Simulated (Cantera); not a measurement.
**Ignition delay**

Mixture: CO : H2 : CH4 : O2 : N2 : CO2 = 1 : 0.069 : 1 : 1.81 : 6.81 : 1.4 (molar parts), equivalence ratio 1.4, at 0.520 bar, adiabatic and at constant pressure. Ignition delay is the time to a rise of 400 K.

Cantera simulation using GRI-Mech 3.0 (53 species, 325 reactions); the numbers are that mechanism's predictions, not measurements.

```tsv
T0 (K)	delay (ms)
1323	13.2
1373	7.24
1423	4.14
1473	2.47
1523	1.55
1573	1.01
1623	0.685
1673	0.480
1723	0.345
1773	0.254
```

| Item | Value |
|---|---|
| apparent activation energy between 1673 and 1773 K | 160 kJ/mol |
